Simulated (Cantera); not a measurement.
A Cantera script and its output.

```python
import numpy as np
import cantera as ct

gas = ct.Solution("gri30.yaml")
gas.TPX = 1725, 550000, {'CH4': 1, 'O2': 6.67, 'N2': 25.1}
reactor = ct.IdealGasReactor(gas, energy="on", clone=False)
net = ct.ReactorNet([reactor])
net.rtol, net.atol = 1e-08, 1e-16
show = ['CH4', 'O2', 'CO2', 'CH2O', 'C2H2', 'H2O']
times = np.geomspace(1e-06, 1, 12)

steps = ct.SolutionArray(gas, extra=["t"])
rows = []
print(f"{'t/s':>10s}{'T/K':>9s}{'P/Pa':>11s}" + "".join(f"{s:>11s}" for s in show))
for t in times:
    while net.time < t:
        t_next = net.step()
        steps.append(gas.state, t=t_next)
    rows.append([np.interp(t, steps.t, y) for y in (steps.T, steps.P, *steps(*show).X.T)])
    print(f"{t:10.3e}{rows[-1][0]:9.1f}{rows[-1][1]:11.4g}" + "".join(f"{x:11.3e}" for x in rows[-1][2:]))
rate = np.gradient(steps.T, steps.t)
print("integrator steps:", len(steps.t))
if steps.T.max() > steps.T[0] + 200:
    print(f"time of steepest temperature rise: {steps.t[rate.argmax()]:.4e} s")
gas.TPX = 1725, 550000, {'CH4': 1, 'O2': 6.67, 'N2': 25.1}
gas.equilibrate("UV")
print(f"equilibrium (UV): T = {gas.T:.1f} K  " + "  ".join(f"{s} {gas[s].X[0]:.3e}" for s in show))
```

Output:

```
       t/s      T/K       P/Pa        CH4         O2        CO2       CH2O       C2H2        H2O
 1.000e-06   1725.0    5.5e+05  3.051e-02  2.035e-01  1.910e-10  2.527e-07  2.552e-14  1.851e-06
 3.511e-06   1724.9    5.5e+05  3.048e-02  2.035e-01  6.460e-09  4.197e-06  9.608e-12  1.319e-05
 1.233e-05   1725.1  5.501e+05  3.021e-02  2.034e-01  5.687e-07  8.999e-05  4.739e-09  1.744e-04
 4.329e-05   2341.2  7.554e+05  1.179e-15  1.399e-01  2.167e-02  2.054e-11  5.329e-18  5.363e-02
 1.520e-04   2491.8   7.97e+05  8.570e-19  1.402e-01  2.943e-02  9.882e-13  6.677e-22  5.756e-02
 5.337e-04   2488.9   7.96e+05  8.042e-20  1.396e-01  2.945e-02  9.645e-13  3.111e-24  5.759e-02
 1.874e-03   2480.3  7.932e+05  7.214e-20  1.379e-01  2.948e-02  8.965e-13  2.572e-24  5.770e-02
 6.579e-03   2463.3  7.876e+05  5.780e-20  1.346e-01  2.956e-02  7.742e-13  1.744e-24  5.789e-02
 2.310e-02   2452.7  7.841e+05  5.017e-20  1.325e-01  2.960e-02  7.059e-13  1.362e-24  5.801e-02
 8.111e-02   2452.2  7.839e+05  4.986e-20  1.324e-01  2.960e-02  7.030e-13  1.347e-24  5.801e-02
 2.848e-01   2452.2  7.839e+05  4.986e-20  1.324e-01  2.960e-02  7.030e-13  1.347e-24  5.801e-02
 1.000e+00   2452.2  7.839e+05  4.986e-20  1.324e-01  2.960e-02  7.030e-13  1.347e-24  5.801e-02
integrator steps: 1615
time of steepest temperature rise: 3.7015e-05 s
equilibrium (UV): T = 2452.2 K  CH4 7.541e-20  O2 1.324e-01  CO2 2.960e-02  CH2O 7.030e-13  C2H2 1.596e-24  H2O 5.801e-02
```

Cantera simulation using GRI-Mech 3.0 (53 species, 325 reactions); the numbers are that mechanism's predictions, not measurements.
